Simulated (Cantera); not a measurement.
**Adiabatic ignition**

An adiabatic, constant-pressure homogeneous reactor starts with CH4 : O2 : N2 : C2H6 = 1 : 4.88 : 18.3 : 0.039 (molar parts), at 1225 K and 1.00 bar.

Cantera simulation using GRI-Mech 3.0 (53 species, 325 reactions); the numbers are that mechanism's predictions, not measurements.

```json
[
 {"t (s)": "2.00e-6", "T (K)": "1225", "x CH4": "0.0413", "x O2": "0.201", "x C2H4": "5.61e-12", "x CH3": "1.40e-8", "x H": "1.75e-11", "x C2H": "<1e-12", "x O": "8.06e-12"},
 {"t (s)": "5.73e-6", "T (K)": "1225", "x CH4": "0.0413", "x O2": "0.201", "x C2H4": "5.53e-11", "x CH3": "4.00e-8", "x H": "2.96e-11", "x C2H": "<1e-12", "x O": "2.75e-11"},
 {"t (s)": "1.64e-5", "T (K)": "1225", "x CH4": "0.0413", "x O2": "0.201", "x C2H4": "5.27e-10", "x CH3": "1.15e-7", "x H": "5.88e-11", "x C2H": "<1e-12", "x O": "7.69e-11"},
 {"t (s)": "4.70e-5", "T (K)": "1225", "x CH4": "0.0413", "x O2": "0.201", "x C2H4": "4.63e-9", "x CH3": "3.30e-7", "x H": "1.45e-10", "x C2H": "<1e-12", "x O": "2.19e-10"},
 {"t (s)": "0.000135", "T (K)": "1225", "x CH4": "0.0413", "x O2": "0.201", "x C2H4": "3.97e-8", "x CH3": "9.58e-7", "x H": "4.25e-10", "x C2H": "<1e-12", "x O": "6.51e-10"},
 {"t (s)": "0.000385", "T (K)": "1225", "x CH4": "0.0413", "x O2": "0.201", "x C2H4": "3.55e-7", "x CH3": "2.85e-6", "x H": "1.63e-9", "x C2H": "<1e-12", "x O": "2.18e-9"},
 {"t (s)": "0.00110", "T (K)": "1225", "x CH4": "0.0413", "x O2": "0.201", "x C2H4": "3.92e-6", "x CH3": "9.52e-6", "x H": "1.12e-8", "x C2H": "<1e-12", "x O": "1.09e-8"},
 {"t (s)": "0.00316", "T (K)": "1226", "x CH4": "0.0411", "x O2": "0.201", "x C2H4": "5.23e-5", "x CH3": "2.67e-5", "x H": "6.59e-8", "x C2H": "<1e-12", "x O": "5.07e-8"},
 {"t (s)": "0.00906", "T (K)": "2128", "x CH4": "<1e-12", "x O2": "0.112", "x C2H4": "<1e-12", "x CH3": "<1e-12", "x H": "0.000146", "x C2H": "<1e-12", "x O": "0.00115"},
 {"t (s)": "0.0259", "T (K)": "2141", "x CH4": "<1e-12", "x O2": "0.112", "x C2H4": "<1e-12", "x CH3": "<1e-12", "x H": "5.73e-5", "x C2H": "<1e-12", "x O": "0.000622"},
 {"t (s)": "0.0743", "T (K)": "2140", "x CH4": "<1e-12", "x O2": "0.112", "x C2H4": "<1e-12", "x CH3": "<1e-12", "x H": "5.67e-5", "x C2H": "<1e-12", "x O": "0.000616"},
 {"t (s)": "0.213", "T (K)": "2137", "x CH4": "<1e-12", "x O2": "0.111", "x C2H4": "<1e-12", "x CH3": "<1e-12", "x H": "5.52e-5", "x C2H": "<1e-12", "x O": "0.000601"},
 {"t (s)": "0.610", "T (K)": "2131", "x CH4": "<1e-12", "x O2": "0.110", "x C2H4": "<1e-12", "x CH3": "<1e-12", "x H": "5.24e-5", "x C2H": "<1e-12", "x O": "0.000574"},
 {"t (s)": "1.75", "T (K)": "2127", "x CH4": "<1e-12", "x O2": "0.109", "x C2H4": "<1e-12", "x CH3": "<1e-12", "x H": "5.04e-5", "x C2H": "<1e-12", "x O": "0.000554"},
 {"t (s)": "5.00", "T (K)": "2126", "x CH4": "<1e-12", "x O2": "0.109", "x C2H4": "<1e-12", "x CH3": "<1e-12", "x H": "5.02e-5", "x C2H": "<1e-12", "x O": "0.000552"}
]
```
x: mole fraction; the columns are a selection and need not sum to one.

```yaml
time_of_steepest_temperature_rise: 8.24 ms
temperature at 5.00 s: 2126 K
equilibrium_temperature: 2126 K
x(CH4) at 5.00 s: <1e-12 (gas-phase equilibrium <1e-12)
x(O2) at 5.00 s: 0.109 (gas-phase equilibrium 0.109)
x(C2H4) at 5.00 s: <1e-12 (gas-phase equilibrium <1e-12)
```
